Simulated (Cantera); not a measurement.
Input (Python, Cantera):

```python
import numpy as np
import cantera as ct

gas = ct.Solution("h2o2.yaml")


def delay(T, t_max=10):
    gas.TPX = T, 310000, {'H2': 1, 'O2': 0.526, 'N2': 5.4}
    reactor = ct.IdealGasReactor(gas, clone=False)
    net = ct.ReactorNet([reactor])
    net.rtol, net.atol = 1e-8, 1e-16
    while net.time < t_max:
        t_old, T_old = net.time, reactor.T
        net.step()
        if reactor.T > T + 400:  # ignition: a rise of 400 K
            return t_old + (T + 400 - T_old) / (reactor.T - T_old) * (net.time - t_old)
    return np.nan


taus = []
for T in [950, 1000, 1050, 1100, 1150, 1200, 1250, 1300]:
    taus.append(delay(T))
    print(f"T0 = {T:6g} K   tau = {taus[-1]:.4e} s")
```

It prints:

```
T0 =    950 K   tau = 7.5189e-02 s
T0 =   1000 K   tau = 1.5151e-02 s
T0 =   1050 K   tau = 1.8454e-03 s
T0 =   1100 K   tau = 1.3288e-04 s
T0 =   1150 K   tau = 5.8154e-05 s
T0 =   1200 K   tau = 3.6643e-05 s
T0 =   1250 K   tau = 2.6286e-05 s
T0 =   1300 K   tau = 2.0250e-05 s
```

Computed with Cantera and the H2/O2 subset of GRI-Mech 3.0, which has no nitrogen chemistry. The hydrogen kinetics of GRI-Mech 3.0 are dated; newer H2 mechanisms differ, most at raised pressure.
